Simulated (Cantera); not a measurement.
Input: 1 mol SiO₂, 6.4 mol HBr, 1.8 mol H₂, at 650 K and 2.90 Pa.

Cantera equilibrium calculation (NASA polynomials, part measured and part estimated; ideal gas, pure solids and liquids). Candidate condensed phases: Br₂, H₂O, Si, SiO₂; 28 gas species. The numbers say what is thermodynamically allowed, not how fast it happens.

Base state: HBr 0.780, H₂ 0.220 (mole fractions); condensed: SiO₂(α-quartz).

**Question.** What changes in the equilibrium state with this change: temperature from 650 K to 1423 K?

**Answer.** 
| species | before | after |
|---|---|---|
| HBr | 0.780 | 0.541 |
| H₂ | 0.220 | 0.284 |
| Br | 6.68e-8 | 0.171 |
| SiO | <1e-9 | 0.00127 |
| H | <1e-9 | 0.000658 |
| Br₂ | 1.21e-9 | 2.25e-5 |
| H₂O | 6.99e-8 | 0.00127 |
| SiO₂(α-quartz), mol | 1.00 | 0 |
| SiO₂(β-quartz), mol | 0 | 0.989 |
The tables hold silica as quartz up to 1696 K and as liquid above; real silica turns to tridymite and cristobalite and melts near 1996 K.
